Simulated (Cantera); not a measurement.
An isothermal, constant-pressure homogeneous reactor starts with N2O = 1 (molar parts), at 1173 K and 0.180 bar.

Cantera simulation using GRI-Mech 3.0 (53 species, 325 reactions); the numbers are that mechanism's predictions, not measurements. GRI-Mech 3.0 was tuned for natural gas; its chemistry of N2O as a main component is partial and can be far from experiment. The mechanism lacks the step 2 NO + O2 → 2 NO2, which can matter for NO2 below about 1400 K. The temperature is held fixed by assumption; the heat of reaction is taken as removed at once.

Q: Predict: x(N2O) at 5.00 s; x(O2) at 5.00 s; x(NO) at 5.00 s; x(NO2) at 5.00 s; x(N2) at 5.00 s; x(O) at 5.00 s.

A: 
```json
{
 "x(N2O) at 5.00 s": "0.637 (gas-phase equilibrium 5.13e-9)",
 "x(O2) at 5.00 s": "0.110 (gas-phase equilibrium 0.333)",
 "x(NO) at 5.00 s": "0.0226 (gas-phase equilibrium 0.000184)",
 "x(NO2) at 5.00 s": "4.82e-5 (gas-phase equilibrium 1.90e-6)",
 "x(N2) at 5.00 s": "0.231 (gas-phase equilibrium 0.667)",
 "x(O) at 5.00 s": "1.13e-6 (gas-phase equilibrium 1.91e-8)"
}
```
